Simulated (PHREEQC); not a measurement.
A PHREEQC input (ion-association model, phreeqc.dat):

```
SOLUTION 1
  temp 69
  units mg/L
  pH 12.5
  pe 9.9
  Na 136
  K 7.07
  Ca 6.4
  Mg 8.21
  Cl 68.8
  S(6) 50.9 as SO4
  Alkalinity 253 as HCO3
  Si 0.186 as SiO2
END
USE solution 1
EQUILIBRIUM_PHASES 1
  Chalcedony 0 0
  CO2(g) -2.5 10
END
```

It stops with these messages:

```
WARNING: Maximum iterations exceeded, 100
WARNING: Maximum iterations exceeded, 100
WARNING: The program has failed to converge to a numerical solution.
ERROR:           Alkalinity has not converged. Total: 4.150677e-03	Calculated: 5.276327e-03	Residual: -1.125649e-03
ERROR: Is non-carbonate alkalinity greater than total alkalinity?
ERROR:                   Ca has not converged. Total: 1.598514e-04	Calculated: 1.192584e-07	Residual: 1.597322e-04
ERROR:                   Cl has not converged. Total: 1.942673e-03	Calculated: 1.126519e-04	Residual: 1.830021e-03
ERROR:                    K has not converged. Total: 1.810026e-04	Calculated: 1.033593e-05	Residual: 1.706666e-04
ERROR:                   Mg has not converged. Total: 3.380545e-04	Calculated: 2.153819e-07	Residual: 3.378391e-04
ERROR:                   Na has not converged. Total: 5.921994e-03	Calculated: 3.798610e-05	Residual: 5.884008e-03
ERROR:                 S(6) has not converged. Total: 5.304218e-04	Calculated: 5.303097e-06	Residual: 5.251187e-04
ERROR:                   Si has not converged. Total: 3.098962e-06	Calculated: 3.843097e-08	Residual: 3.060531e-06
ERROR:                   Mu Ionic strength has not converged. 	Residual: 3.392206e-04
ERROR:               A(H2O) Activity of water has not converged. 	Residual: -9.714150e-01
ERROR: Model failed to converge for initial solution  1.
```

Task: Why does the run stop?

Result: The fault: pH typed as 12.5 with the alkalinity kept. The line should read `pH 6.69` where the input has `pH 12.5`. With the mend the run ends at pH 8.19 and ionic strength 0.00783 mol/kgw.
